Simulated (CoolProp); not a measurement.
Vapour-liquid equilibrium of trans-2-butene (1) + acetone (2) at 1.29 MPa; x and y are mole fractions of (1).

Model: multi-fluid Helmholtz-energy mixture model, Lemmon 2005 and Lemmon 2006; pair parameters Bell 2016, in CoolProp.

```
x     bubble temperature (K)  y at the bubble point  dew temperature at overall composition x (K)  liquid density (mol/L)
----  ----------------------  ---------------------  --------------------------------------------  ----------------------
0.05                   420.6                  0.163                                         426.8                   10.52
0.15                   405.5                  0.409                                         421.3                   10.53
0.25                   394.3                  0.565                                         415.6                   10.44
0.35                   386.3                  0.662                                         409.4                   10.27
0.45                   380.7                  0.728                                         402.7                   10.05
0.55                   376.6                  0.777                                         395.4                   9.822
0.65                   373.4                  0.819                                         387.4                   9.592
0.75                   370.6                  0.860                                         378.8                   9.380
0.85                   368.3                  0.906                                         371.2                   9.198
0.95                   366.2                  0.964                                         366.6                   9.051
```

No azeotrope shows between x = 0.05 and 0.95.

Pair parameters are fitted to limited data, so mixtures are less certain than the pure fluids.
